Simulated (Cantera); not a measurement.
A perfectly stirred reactor is fed with 0.621 % C₂H₆, 99.4 % N₂, at 10.00 Torr; it is held at 1225 K, and followed from long to short residence time.

Cantera simulation using GRI-Mech 3.0 (53 species, 325 reactions); the numbers are that mechanism's predictions, not measurements. GRI-Mech 3.0 stops at C3 and has no aromatics, soot or wall deposition, so with more carbon than oxygen in the feed, carbon stays in small species such as C2H2 where larger ones or solid carbon would form. Radical loss at walls, strong at low pressure, is not modelled.

x: mole fraction; the columns are a selection and need not sum to one.

```csv
τ (s),x C₂H₆,x C₂H₂,x H₂,x CH₃,x C₂H
23,7.72e-5,0.00509,0.0102,1.26e-5,7.64e-10
7.9,0.000188,0.00440,0.00927,1.94e-5,8.52e-10
2.7,0.000470,0.00321,0.00779,3.07e-5,8.23e-10
0.95,0.00116,0.00173,0.00578,4.90e-5,5.98e-10
0.33,0.00265,0.000539,0.00348,7.30e-5,2.68e-10
0.11,0.00458,7.71e-5,0.00146,8.46e-5,6.96e-11
0.039,0.00569,6.17e-6,0.000437,6.57e-5,1.24e-11
0.014,0.00610,2.08e-7,8.22e-5,3.31e-5,<1e-12
0.0047,0.00620,___,___,___,<1e-12
0.0016,0.00621,4.69e-12,___,___,<1e-12
```

What belongs in the gaps?


- 0.0047, x C₂H₂: 1.30e-9
- 0.0047, x H₂: 5.99e-6
- 0.0047, x CH₃: 1.26e-5
- 0.0016, x H₂: 2.47e-7
- 0.0016, x CH₃: 4.53e-6
